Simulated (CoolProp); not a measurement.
Computed with CoolProp (reference Helmholtz-energy equation of state, Thol 2015).

### Question
For octamethylcyclotetrasiloxane (D4), give the phase and the density (kg/m³), expansivity (1/kK) at 160.35 °C and 7850 kPa; 191.75 °C and 7850 kPa.

### Answer
- 160.35 °C and 7850 kPa: liquid; density 816, expansivity 1.35
- 191.75 °C and 7850 kPa: liquid; density 781, expansivity 1.44
